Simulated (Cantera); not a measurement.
An isothermal, constant-pressure homogeneous reactor starts with CH₄ : H₂O = 1 : 4.1 (molar parts), at 1473 K and 2400000 Pa. Integrator tolerance rtol = 1e-08.

Detailed kinetics in Cantera: GRI-Mech 3.0 (53 species, 325 reactions). The pressure lies above the range GRI-Mech 3.0 was tuned for (to about 10 atm).

Q: What does this change do: H2O 4.1 to 6.8 parts?

A: 
```tsv
quantity	before	after
x(CH₄) at 20.0 s	0.0512 (gas-phase equilibrium 8.71e-5)	0.0234 (gas-phase equilibrium 1.61e-5)
x(H₂O) at 20.0 s	0.496 (gas-phase equilibrium 0.400)	0.605 (gas-phase equilibrium 0.552)
x(OH) at 20.0 s	5.65e-8 (gas-phase equilibrium 3.99e-8)	7.56e-8 (gas-phase equilibrium 6.34e-8)
x(CH₂CO) at 20.0 s	1.62e-7 (gas-phase equilibrium 2.98e-10)	6.28e-8 (gas-phase equilibrium 4.36e-11)
x(CO) at 20.0 s	0.0657 (gas-phase equilibrium 0.104)	0.0451 (gas-phase equilibrium 0.0620)
```

Q: What does this change do: pressure from 2400000 Pa to 250000 Pa?

A: 
```csv
quantity,before,after
x(CH₄) at 20.0 s,0.0512 (gas-phase equilibrium 8.71e-5),0.0381 (gas-phase equilibrium 9.47e-7)
x(H₂O) at 20.0 s,0.496 (gas-phase equilibrium 0.400),0.484 (gas-phase equilibrium 0.400)
x(OH) at 20.0 s,5.65e-8 (gas-phase equilibrium 3.99e-8),1.66e-7 (gas-phase equilibrium 1.24e-7)
x(CH₂CO) at 20.0 s,1.62e-7 (gas-phase equilibrium 2.98e-10),1.31e-6 (gas-phase equilibrium 3.24e-12)
x(CO) at 20.0 s,0.0657 (gas-phase equilibrium 0.104),0.0694 (gas-phase equilibrium 0.104)
```
